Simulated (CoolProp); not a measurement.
Properties of fluoroethane (R161) along the isotherm 450 K (Tc = 375.2 K, pc = 5.010 MPa, ω = 0.216).

Computed with CoolProp (reference Helmholtz-energy equation of state, Wu 2012).

| p (MPa) | phase | density (kg/m³) | Joule-Thomson coefficient (K/MPa) | expansivity (1/kK) | fugacity coefficient |
|---|---|---|---|---|---|
| 0.312 | gas | 4.057 | 6.001 | 2.314 | 0.9879 |
| 0.625 | gas | 8.229 | 6.039 | 2.412 | 0.9759 |
| 0.938 | gas | 12.51 | 6.076 | 2.515 | 0.9640 |
| 1.25 | gas | 16.89 | 6.113 | 2.624 | 0.9523 |
| 1.56 | gas | 21.35 | 6.148 | 2.738 | 0.9407 |
| 1.88 | gas | 26.09 | 6.183 | 2.863 | 0.9289 |
| 2.19 | gas | 30.81 | 6.216 | 2.992 | 0.9175 |
| 2.5 | gas | 35.67 | 6.248 | 3.129 | 0.9062 |
| 2.81 | gas | 40.67 | 6.278 | 3.275 | 0.8951 |
| 3.12 | gas | 45.82 | 6.306 | 3.429 | 0.8840 |
| 3.44 | gas | 51.30 | 6.332 | 3.599 | 0.8727 |
| 3.75 | gas | 56.78 | 6.354 | 3.775 | 0.8619 |
| 4.06 | gas | 62.43 | 6.374 | 3.962 | 0.8511 |
| 4.38 | gas | 68.47 | 6.390 | 4.168 | 0.8401 |
| 4.69 | gas | 74.52 | 6.402 | 4.381 | 0.8296 |
| 5 | gas | 80.78 | 6.410 | 4.608 | 0.8191 |
